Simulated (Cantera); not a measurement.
## Equilibrium for hydrogen reduction and annealing atmospheres: ZrO₂ + H₂ + H₂O

Charge: 1 mol ZrO₂, 1800 mol H₂, 0.32 mol H₂O, held at 7.40 mbar.

Method: chemical equilibrium by Gibbs-energy minimisation in Cantera with the NASA 1993 tables (ideal gas, pure condensed phases). Candidate condensed phases: H₂O, Zr, ZrO₂; 12 gas species. Equilibrium is a limit: real reactors are often held back by kinetics, nucleation or transport.

```json
[
 {"T (K)": "1348", "x H₂": "1.000", "x H": "2.69e-5", "x H₂O": "0.000178", "x ZrO": "<1e-12", "x OH": "7.70e-11", "x ZrO₂": "<1e-12", "x O": "<1e-12", "x Zr": "<1e-12", "n ZrO₂(monoclinic)": "1.00", "n ZrO₂(tetragonal)": "0"},
 {"T (K)": "1448", "x H₂": "1.000", "x H": "0.000107", "x H₂O": "0.000178", "x ZrO": "<1e-12", "x OH": "4.53e-10", "x ZrO₂": "<1e-12", "x O": "<1e-12", "x Zr": "<1e-12", "n ZrO₂(monoclinic)": "1.00", "n ZrO₂(tetragonal)": "0"},
 {"T (K)": "1548", "x H₂": "0.999", "x H": "0.000358", "x H₂O": "0.000178", "x ZrO": "<1e-12", "x OH": "2.13e-9", "x ZrO₂": "<1e-12", "x O": "<1e-12", "x Zr": "<1e-12", "n ZrO₂(monoclinic)": "0", "n ZrO₂(tetragonal)": "1.00"},
 {"T (K)": "1648", "x H₂": "0.999", "x H": "0.00103", "x H₂O": "0.000178", "x ZrO": "<1e-12", "x OH": "8.27e-9", "x ZrO₂": "<1e-12", "x O": "6.99e-12", "x Zr": "<1e-12", "n ZrO₂(monoclinic)": "0", "n ZrO₂(tetragonal)": "1.00"},
 {"T (K)": "1748", "x H₂": "0.997", "x H": "0.00265", "x H₂O": "0.000177", "x ZrO": "1.66e-11", "x OH": "2.75e-8", "x ZrO₂": "5.33e-12", "x O": "5.77e-11", "x Zr": "<1e-12", "n ZrO₂(monoclinic)": "0", "n ZrO₂(tetragonal)": "1.00"},
 {"T (K)": "1848", "x H₂": "0.994", "x H": "0.00614", "x H₂O": "0.000177", "x ZrO": "4.81e-10", "x OH": "8.06e-8", "x ZrO₂": "9.65e-11", "x O": "3.80e-10", "x Zr": "<1e-12", "n ZrO₂(monoclinic)": "0", "n ZrO₂(tetragonal)": "1.000"},
 {"T (K)": "1948", "x H₂": "0.987", "x H": "0.0130", "x H₂O": "0.000176", "x ZrO": "9.83e-9", "x OH": "2.11e-7", "x ZrO₂": "1.29e-9", "x O": "2.07e-9", "x Zr": "1.78e-12", "n ZrO₂(monoclinic)": "0", "n ZrO₂(tetragonal)": "1.000"},
 {"T (K)": "2048", "x H₂": "0.974", "x H": "0.0257", "x H₂O": "0.000175", "x ZrO": "1.48e-7", "x OH": "5.03e-7", "x ZrO₂": "1.33e-8", "x O": "9.58e-9", "x Zr": "6.17e-11", "n ZrO₂(monoclinic)": "0", "n ZrO₂(tetragonal)": "1.000"},
 {"T (K)": "2148", "x H₂": "0.953", "x H": "0.0473", "x H₂O": "0.000174", "x ZrO": "1.71e-6", "x OH": "1.11e-6", "x ZrO₂": "1.10e-7", "x O": "3.89e-8", "x Zr": "1.50e-9", "n ZrO₂(monoclinic)": "0", "n ZrO₂(tetragonal)": "0.997"},
 {"T (K)": "2248", "x H₂": "0.918", "x H": "0.0818", "x H₂O": "0.000183", "x ZrO": "1.47e-5", "x OH": "2.44e-6", "x ZrO₂": "7.54e-7", "x O": "1.50e-7", "x Zr": "2.37e-8", "n ZrO₂(monoclinic)": "0", "n ZrO₂(tetragonal)": "0.971"}
]
```
x: gas mole fraction; n: condensed amount in mol.

From 1348 K to 1448 K the condensed part is ZrO₂(monoclinic). From 1548 K to 2248 K the condensed part is ZrO₂(tetragonal).
